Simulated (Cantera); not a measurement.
Equilibrium for sublimation and decomposition of ceramics: BN + N₂

A closed system holds: 1 mol BN, 8.3 mol N₂, held at 0.480 bar.

Method: chemical equilibrium by Gibbs-energy minimisation in Cantera with the NASA 1993 tables (ideal gas, pure condensed phases). Candidate condensed phases: B, BN; 5 gas species. Kinetics and transport are ignored.

From 1798 K to 2598 K the condensed part is BN(s). From 2798 K to 2998 K the condensed part is B(l).

| T (K) | x N₂ | x B | x BN | x N | x B₂ | n BN(s) | n B(l) |
|---|---|---|---|---|---|---|---|
| 1798 | 1.00 | 1.92e-11 | 2.62e-11 | 5.09e-11 | <1e-12 | 1.00 | 0 |
| 1998 | 1.00 | 4.14e-9 | 3.16e-9 | 1.27e-9 | <1e-12 | 1.00 | 0 |
| 2198 | 1.000 | 3.33e-7 | 1.58e-7 | 1.76e-8 | <1e-12 | 1.000 | 0 |
| 2398 | 1.000 | 1.27e-5 | 4.05e-6 | 1.58e-7 | 3.13e-10 | 1.000 | 0 |
| 2598 | 1.000 | 0.000276 | 6.25e-5 | 1.01e-6 | 4.69e-8 | 0.997 | 0 |
| 2798 | 0.997 | 0.00230 | 0.000390 | 4.97e-6 | 1.23e-6 | 0 | 0.976 |
| 2998 | 0.989 | 0.00950 | 0.00125 | 1.97e-5 | 8.92e-6 | 0 | 0.904 |
x: gas mole fraction; n: condensed amount in mol.
